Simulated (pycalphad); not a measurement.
All values are pycalphad results on the COST 507 light-alloy database (1999) (1 atm), not direct measurements. These are 1990s assessments: newer ones move some temperatures and phases. Kinetics are ignored, which matters at the lower temperatures.

## Al-0.5596Si-1.174C (wt.%): equilibrium cooling sequence

```tsv
T (K)	phases above	phases below
930.0	AL4C3 + liquid	AL4C3 + fcc + liquid
927.8	AL4C3 + fcc + liquid	AL8SIC7 + fcc + liquid
923.4	AL8SIC7 + fcc + liquid	AL8SIC7 + fcc
642.5	AL8SIC7 + fcc	AL8SIC7 + diamond (Si) + fcc
```

Changes were sought between steps of 50 K, so a narrower field can be missed. At the top of the range, 1850 K, the alloy is not yet fully liquid: it holds liquid + AL4C3.

Database names, with the compositions (at.%) that they take in these runs: AL4C3: Al 57 C 43; AL8SIC7: Al 50 C 44 Si 6.
